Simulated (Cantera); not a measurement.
Cantera run, input and output.

```python
import numpy as np
import cantera as ct

gas = ct.Solution("h2o2.yaml")
gas.TPX = 525, 800000, {'H2': 1, 'O2': 0.602, 'N2': 2.27, 'H2O': 0.35}
flame = ct.FreeFlame(gas, width=0.0093)
flame.set_refine_criteria(ratio=3, slope=0.08, curve=0.16)
flame.transport_model = "mixture-averaged"
flame.solve(loglevel=0, auto=True)
z, T = flame.grid, flame.T
thick = (T[-1] - T[0]) / np.gradient(T, z).max()
show = ['H2', 'O2', 'OH', 'H2O', 'HO2', 'H2O2']
print(f"laminar burning velocity  {flame.velocity[0] * 100:.3f} cm/s")
print(f"burnt temperature         {T[-1]:.1f} K")
print(f"thermal thickness         {thick * 1e3:.4f} mm")
print(f"grid points               {len(z)}")
z0 = z[flame.heat_release_rate.argmax()]
print(f"{'z/mm':>9s}{'T/K':>9s}{'u/(m/s)':>9s}" + "".join(f"{s:>11s}" for s in show))
rows = []
for k in (-3, -2, -1.5, -1, -0.5, -0.25, 0, 0.25, 0.5, 1, 2, 4, 8):
    zz = z0 + k * thick
    rows.append([k * thick, np.interp(zz, z, T), np.interp(zz, z, flame.velocity),
                 *(np.interp(zz, z, flame.X[gas.species_index(s)]) for s in show)])
    print(f"{rows[-1][0] * 1e3:9.3f}{rows[-1][1]:9.1f}{rows[-1][2]:9.3f}" + "".join(f"{x:11.3e}" for x in rows[-1][3:]))
```

It prints:

```
laminar burning velocity  165.569 cm/s
burnt temperature         2163.1 K
thermal thickness         0.0410 mm
grid points               108
     z/mm      T/K  u/(m/s)         H2         O2         OH        H2O        HO2       H2O2
   -0.123    525.4    1.652  2.345e-01  1.430e-01  6.135e-13  8.321e-02  1.312e-07  6.287e-08
   -0.082    527.8    1.648  2.282e-01  1.441e-01  1.654e-11  8.413e-02  1.506e-06  7.257e-07
   -0.062    532.9    1.648  2.202e-01  1.455e-01  1.178e-10  8.552e-02  5.561e-06  2.665e-06
   -0.041    560.0    1.693  1.989e-01  1.484e-01  4.154e-09  9.088e-02  4.285e-05  1.954e-05
   -0.021    771.6    2.224  1.432e-01  1.451e-01  1.371e-05  1.250e-01  7.010e-04  2.111e-04
   -0.010   1112.2    3.141  1.003e-01  1.246e-01  4.340e-04  1.773e-01  1.102e-03  2.918e-04
    0.000   1494.1    4.185  5.852e-02  9.108e-02  2.150e-03  2.429e-01  5.774e-04  3.479e-05
    0.010   1744.9    4.877  3.080e-02  6.314e-02  5.324e-03  2.899e-01  2.635e-04  6.018e-06
    0.021   1885.6    5.265  1.781e-02  4.861e-02  7.775e-03  3.133e-01  1.369e-04  4.100e-06
    0.041   2017.2    5.618  9.157e-03  3.927e-02  8.533e-03  3.308e-01  5.840e-05  2.600e-06
    0.082   2104.5    5.843  4.285e-03  3.559e-02  6.667e-03  3.415e-01  2.243e-05  1.538e-06
    0.164   2145.8    5.946  1.726e-03  3.443e-02  4.542e-03  3.471e-01  8.810e-06  8.926e-07
    0.328   2160.1    5.981  7.992e-04  3.422e-02  3.350e-03  3.492e-01  4.916e-06  6.207e-07
```

Detailed kinetics in Cantera: the H2/O2 subset of GRI-Mech 3.0, which has no nitrogen chemistry. The hydrogen kinetics of GRI-Mech 3.0 are dated; newer H2 mechanisms differ, most at raised pressure. Burning velocities carry a grid error of a few per cent, more on coarse grids.
